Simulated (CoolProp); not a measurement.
Vapour-liquid equilibrium of CH2F2 (R32) (1) + R227EA (2) at 22.65 °C; x and y are mole fractions of (1).

Computed with CoolProp (multi-fluid Helmholtz-energy mixture model, Tillner-Roth 1997 and Lemmon 2016; pair parameters Bell 2016).

```json
[
 {"x": "0.05", "bubble pressure (MPa)": "…", "y at the bubble point": "…", "dew pressure at overall composition x (MPa)": "0.4412", "liquid density (mol/L)": "8.469"},
 {"x": "0.2", "bubble pressure (MPa)": "0.6736", "y at the bubble point": "0.454", "dew pressure at overall composition x (MPa)": "…", "liquid density (mol/L)": "9.299"},
 {"x": "0.35", "bubble pressure (MPa)": "0.8639", "y at the bubble point": "…", "dew pressure at overall composition x (MPa)": "0.5943", "liquid density (mol/L)": "10.28"},
 {"x": "0.5", "bubble pressure (MPa)": "…", "y at the bubble point": "0.744", "dew pressure at overall composition x (MPa)": "0.7159", "liquid density (mol/L)": "…"},
 {"x": "0.65", "bubble pressure (MPa)": "1.211", "y at the bubble point": "0.830", "dew pressure at overall composition x (MPa)": "0.8921", "liquid density (mol/L)": "12.98"},
 {"x": "0.8", "bubble pressure (MPa)": "1.372", "y at the bubble point": "…", "dew pressure at overall composition x (MPa)": "1.149", "liquid density (mol/L)": "14.93"},
 {"x": "0.95", "bubble pressure (MPa)": "1.532", "y at the bubble point": "0.975", "dew pressure at overall composition x (MPa)": "…", "liquid density (mol/L)": "17.56"}
]
```

Task: Complete the blanks.

Result: 
- 0.05, bubble pressure (MPa): 0.4831
- 0.05, y at the bubble point: 0.151
- 0.2, dew pressure at overall composition x (MPa): 0.5068
- 0.35, y at the bubble point: 0.630
- 0.5, bubble pressure (MPa): 1.043
- 0.5, liquid density (mol/L): 11.48
- 0.8, y at the bubble point: 0.903
- 0.95, dew pressure at overall composition x (MPa): 1.476

No azeotrope shows between x = 0.05 and 0.95.

The pair parameters rest on a limited set of measurements; away from them the model extrapolates.
